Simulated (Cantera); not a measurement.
A jet of 3.02 % H2, 11.9 % O2, 85.1 % N2 at 300 K and 2500 Pa hits a platinum plate 5.3 cm away at a mass flux of 0.14 kg/m²/s; the plate temperature is set and raised in steps from an oxygen-covered start.

Cantera simulation using Deutschmann's 1995 Pt surface mechanism with GRI-Mech 3.0 gas chemistry; the numbers are that mechanism's predictions, not measurements. Catalytic surfaces can have several steady states; this one follows from the mechanism file's or the stated starting coverage.

x: mole fraction at the wall; θ: surface coverage.

```csv
plate T (K),wall x H2,wall x O2,wall x H2O,wall x OH,θ free Pt,θ O*,θ OH*
600,0.00652,0.0930,0.0463,<1e-8,0.115,0.880,…
650,0.00650,0.0931,0.0460,<1e-8,0.121,0.876,…
700,0.00640,0.0930,0.0459,<1e-8,0.128,0.870,…
750,0.00602,0.0927,0.0464,<1e-8,0.143,0.855,…
800,0.00521,0.0919,0.0477,<1e-8,0.177,0.822,…
```

Q: What belongs in the gaps?

A: 
- 600, θ OH*: 0.00479
- 650, θ OH*: 0.00321
- 700, θ OH*: 0.00227
- 750, θ OH*: 0.00174
- 800, θ OH*: 0.00144
